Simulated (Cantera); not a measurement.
Input: 1 mol B, 1.2 mol H₂O, equilibrated at 2175 °C and 1.00 bar.

Cantera equilibrium calculation (NASA polynomials, part measured and part estimated; ideal gas, pure solids and liquids). Candidate condensed phases: B, B₂O₃, B₃O₃H₃, H₂O; 23 gas species. The tables' values for BH₂ are old estimates; treat these amounts as uncertain. Equilibrium is a limit: real reactors are often held back by kinetics, nucleation or transport.

Base state: H₂ 0.575, HBO 0.170, B₂O₃ 0.0828, B₂O₂ 0.0798, BO 0.0450, HBO₂ 0.0295, H 0.0151, H₂O 0.00196 (mole fractions); condensed: gas only.

### Question
What changes in the equilibrium state with this change: temperature from 2175 °C to 725 °C?

### Answer
```csv
species,before,after
H₂,0.575,0.994
B₃O₃H₃,5.51e-6,0.00600
HBO,0.170,8.65e-7
B₂O₃,0.0828,<1e-9
B₂O₂,0.0798,<1e-9
BO,0.0450,<1e-9
HBO₂,0.0295,3.56e-9
H,0.0151,2.14e-9
BO₂,0.000181,<1e-9
B₂O,0.000110,<1e-9
H₂O,0.00196,2.01e-8
BH₂,0.000146,3.78e-9
"B(s), mol",0,0.193
"B₂O₃(l), mol",0,0.393
```
